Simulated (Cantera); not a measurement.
Feed: 1 mol Cr, 0.3 mol N2O, 97 mol N2, held at 750 Torr.

These are equilibrium values from Cantera (NASA tables, ideal gas, pure condensed phases), not measurements of a reactor. Candidate condensed phases: Cr, CrN, Cr2N, Cr2O3; 14 gas species. Mutual solubility and eutectic melting of coexisting phases are not modelled. Equilibrium is a limit: real reactors are often held back by kinetics, nucleation or transport.

Q: Which condensed phases are stable at each of these points (T (K)): 898, 998, 1098, 1198, 1298, 1398, 1498, 1598?

A: 
```json
[
 {"T (K)": "898", "condensed phases": "CrN(s) + Cr2O3(s)", "Cr condensed (%)": "100.0"},
 {"T (K)": "998", "condensed phases": "CrN(s) + Cr2O3(s)", "Cr condensed (%)": "100.0"},
 {"T (K)": "1098", "condensed phases": "CrN(s) + Cr2O3(s)", "Cr condensed (%)": "100.0"},
 {"T (K)": "1198", "condensed phases": "CrN(s) + Cr2O3(s)", "Cr condensed (%)": "100.0"},
 {"T (K)": "1298", "condensed phases": "CrN(s) + Cr2O3(s)", "Cr condensed (%)": "100.0"},
 {"T (K)": "1398", "condensed phases": "Cr2N(s) + Cr2O3(s)", "Cr condensed (%)": "100.0"},
 {"T (K)": "1498", "condensed phases": "Cr2N(s) + Cr2O3(s)", "Cr condensed (%)": "100.0"},
 {"T (K)": "1598", "condensed phases": "Cr2N(s) + Cr2O3(s)", "Cr condensed (%)": "100.0"}
]
```

From 898 K to 1298 K the condensed part is CrN(s) + Cr2O3(s). From 1398 K to 1598 K the condensed part is Cr2N(s) + Cr2O3(s).
